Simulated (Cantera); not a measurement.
Cantera run, input and output.

```python
import numpy as np
import cantera as ct

gas = ct.Solution("h2o2.yaml")
gas.TPX = 375, 1000000, {'H2': 1, 'O2': 0.926, 'N2': 3.48}
inlet = ct.Reservoir(gas, clone=True)
gas.equilibrate("HP")  # start burning
reactor = ct.IdealGasConstPressureReactor(gas, energy="on", clone=False)
exhaust = ct.Reservoir(gas, clone=True)
tau = [0.054, 0.028, 0.015, 0.0077, 0.004, 0.0021, 0.0011, 0.00057, 0.00029, 0.00015, 8e-05, 4.2e-05, 2.2e-05][0]
for a, b in ((inlet, reactor), (reactor, exhaust)):
    ct.MassFlowController(a, b, mdot=lambda t: reactor.mass / tau)
net = ct.ReactorNet([reactor])
show = ['H2', 'O2', 'OH', 'H2O2', 'H', 'HO2']

rows = []
print(f"{'tau/s':>10s}{'T/K':>9s}" + "".join(f"{s:>11s}" for s in show))
for tau in [0.054, 0.028, 0.015, 0.0077, 0.004, 0.0021, 0.0011, 0.00057, 0.00029, 0.00015, 8e-05, 4.2e-05, 2.2e-05]:
    net.initial_time = 0.0
    net.advance(30 * tau)
    before = gas.X
    net.advance(40 * tau)
    drift = np.max(np.abs(gas.X - before) / (gas.X + 1e-9))
    rows.append([gas.T, *gas[show].X, drift])
    print(f"{tau:10.3e}{gas.T:9.1f}" + "".join(f"{x:11.3e}" for x in gas[show].X))
```

Output:

```
     tau/s      T/K         H2         O2         OH       H2O2          H        HO2
 5.400e-02   1790.5  3.944e-05  8.670e-02  5.133e-04  2.218e-07  9.180e-07  2.149e-06
 2.800e-02   1790.1  6.030e-05  8.669e-02  5.728e-04  2.640e-07  1.432e-06  2.721e-06
 1.500e-02   1789.5  9.184e-05  8.668e-02  6.523e-04  3.249e-07  2.336e-06  3.640e-06
 7.700e-03   1788.6  1.448e-04  8.667e-02  7.655e-04  4.192e-07  4.134e-06  5.258e-06
 4.000e-03   1787.3  2.266e-04  8.665e-02  9.083e-04  5.487e-07  7.460e-06  7.842e-06
 2.100e-03   1785.5  3.519e-04  8.665e-02  1.083e-03  7.202e-07  1.356e-05  1.186e-05
 1.100e-03   1783.0  5.465e-04  8.665e-02  1.298e-03  9.462e-07  2.495e-05  1.811e-05
 5.700e-04   1779.2  8.541e-04  8.669e-02  1.561e-03  1.243e-06  4.662e-05  2.786e-05
 2.900e-04   1773.5  1.350e-03  8.677e-02  1.883e-03  1.634e-06  8.876e-05  4.314e-05
 1.500e-04   1765.2  2.107e-03  8.693e-02  2.249e-03  2.116e-06  1.659e-04  6.536e-05
 8.000e-05   1753.5  3.222e-03  8.722e-02  2.644e-03  2.691e-06  2.991e-04  9.573e-05
 4.200e-05   1735.6  4.993e-03  8.775e-02  3.076e-03  3.438e-06  5.404e-04  1.389e-04
 2.200e-05   1708.3  7.834e-03  8.875e-02  3.492e-03  4.449e-06  9.567e-04  1.977e-04
```

Model: the H2/O2 subset of GRI-Mech 3.0, which has no nitrogen chemistry, integrated in Cantera. The hydrogen kinetics of GRI-Mech 3.0 are dated; newer H2 mechanisms differ, most at raised pressure.
